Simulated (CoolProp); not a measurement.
CH2F2 (R32) along the isotherm 375.1 K: fugacity coefficient from the reference equation and from simpler models built on Tc = 351.3 K, pc = 5783 kPa, ω = 0.277; each cubic takes its own stable root.

Values from CoolProp's reference Helmholtz-energy equation of state, Tillner-Roth 1997.

| p (kPa) | phase | reference | van der Waals | Redlich-Kwong | Soave-Redlich-Kwong | Peng-Robinson |
|---|---|---|---|---|---|---|
| 3610 | gas | 0.8182 | 0.8438 | ? | 0.8367 | 0.8190 |
| 7230 | supercritical | 0.6504 | 0.6797 | 0.6663 | 0.6812 | 0.6548 |
| 10800 | supercritical | 0.5043 | 0.5365 | 0.5251 | 0.5467 | 0.5193 |
| 14500 | supercritical | 0.4130 | ? | 0.4414 | 0.4625 | 0.4346 |
| 18100 | supercritical | 0.3593 | 0.4164 | 0.3928 | 0.4130 | ? |
| 21700 | supercritical | 0.3238 | 0.3910 | ? | 0.3810 | 0.3512 |
| 25300 | supercritical | ? | 0.3760 | 0.3404 | 0.3594 | ? |
| 28900 | supercritical | 0.2813 | 0.3678 | ? | 0.3448 | 0.3123 |

Question: Fill in the missing entries.

Answer: 
- 3610, Redlich-Kwong: 0.8303
- 14500, van der Waals: 0.4589
- 18100, Peng-Robinson: 0.3844
- 21700, Redlich-Kwong: 0.3615
- 25300, reference: 0.2991
- 25300, Peng-Robinson: 0.3284
- 28900, Redlich-Kwong: 0.3260
